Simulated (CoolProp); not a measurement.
Tetrahydrofuran along the isobar 8.03 MPa: fugacity coefficient from the reference equation and from simpler models built on Tc = 540.2 K, pc = 5.304 MPa, ω = 0.234; each cubic takes its own stable root.

The numbers come from the reference Helmholtz-energy equation of state, Fiedler 2023 in CoolProp.

```tsv
T (K)	phase	reference	van der Waals	Soave-Redlich-Kwong	Peng-Robinson
365.1	liquid	0.03278	0.1352	0.03320	0.03223
386	liquid	0.05424	0.1716	0.05540	0.05345
406.9	liquid	0.08393	0.2120	0.08637	0.08296
427.8	liquid	0.1227	0.2559	0.1271	0.1217
448.6	liquid	0.1707	0.3025	0.1776	0.1698
469.5	liquid	0.2282	0.3515	0.2381	0.2274
490.4	liquid	0.2940	0.4020	0.3071	0.2932
511.3	liquid	0.3667	0.4533	0.3825	0.3652
532.1	liquid	0.4434	0.5041	0.4607	0.4401
```
